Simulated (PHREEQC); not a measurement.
# Geothermal or formation water

Synthetic water in mg/kgw, 5 °C, pH 7.84: Na 5940; K 382; Ca 16.9; Mg 113; Cl 8400; S(6) as SO4 1930; Alkalinity as HCO3 269.

Valence states are taken as typed.

Equilibrium calculation in PHREEQC: Pitzer model, pitzer.dat.

This is a speciation only: nothing precipitates in the calculation.

Estimate the activity of water, osmotic coefficient, specific conductance.

activity of water 0.991; osmotic coefficient 0.897; specific conductance 15500 µS/cm.

In which forms is C present?

HCO3- 96 %, CO2 3.3 %, CO3-2 0.7 % of the C.

Complexes and solids missing from the database can't appear. At this temperature some constants are extrapolated from 25 °C, and those without enthalpy data are left unchanged.
